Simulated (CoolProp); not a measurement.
Values from CoolProp's reference Helmholtz-energy equation of state, Schmidt 1985. Above 300 K oxygen's equation is extrapolated.

Question: For oxygen, give the phase and the speed of sound (m/s) at 340.3 K and 2290 kPa; 340.3 K and 9180 kPa; 340.3 K and 22900 kPa.

Answer: 
- 340.3 K and 2290 kPa: gas; speed of sound 352
- 340.3 K and 9180 kPa: supercritical; speed of sound 362
- 340.3 K and 22900 kPa: supercritical; speed of sound 399
